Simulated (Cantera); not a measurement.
Ammonia decomposition in nitride growth gas

An isothermal, constant-pressure homogeneous reactor starts with NH3 : N2 = 1 : 23 (molar parts), at 1773 K and 10.00 Torr.

Computed with Cantera and the gas-phase N/H chemistry of the illustrative SiF4/NH3 mechanism in the Surface Chemkin manual (1991). Walls and surfaces, which speed up NH3 decomposition in real reactors, are not modelled.

```
t (s)      x NH3      x H       x N      x H2    x N2H2      x NH
--------  ------  -------  --------  --------  --------  --------
0.000500  0.0417  4.52e-8    <1e-12   1.34e-7    <1e-12  7.04e-12
0.000976  0.0417  4.62e-8    <1e-12   3.04e-7  2.34e-12  3.34e-11
0.00191   0.0417  4.62e-8    <1e-12   6.38e-7  1.15e-11  1.49e-10
0.00372   0.0417  4.63e-8    <1e-12   1.29e-6  5.04e-11  6.69e-10
0.00727   0.0417  4.66e-8  2.75e-12   2.57e-6  2.11e-10   3.11e-9
0.0142    0.0417  4.80e-8  2.26e-11   5.12e-6  8.89e-10   1.45e-8
0.0277    0.0416  5.46e-8  1.37e-10   1.05e-5   3.86e-9   5.87e-8
0.0541    0.0416  8.43e-8  4.80e-10   2.45e-5   1.65e-8   1.78e-7
0.106     0.0416  2.24e-7   1.75e-9   8.00e-5   6.76e-8   4.44e-7
0.206     0.0413  1.01e-6   1.12e-8  0.000401   2.58e-7   1.12e-6
0.403     0.0401  4.43e-6   8.33e-8   0.00207   5.53e-7   2.54e-6
0.787     0.0376  8.30e-6   2.05e-7   0.00574   4.08e-7   2.94e-6
1.54      0.0342  1.22e-5   2.92e-7    0.0107   2.73e-7   2.80e-6
3.00      0.0294  1.78e-5   3.48e-7    0.0176   1.87e-7   2.56e-6
```
x: mole fraction; the columns are a selection and need not sum to one.

Equilibrium at this temperature and pressure: NH3 5.77e-9, H 0.000606, N 1.88e-10, H2 0.0597, N2H2 <1e-12, NH 7.94e-11 (gas phase only).
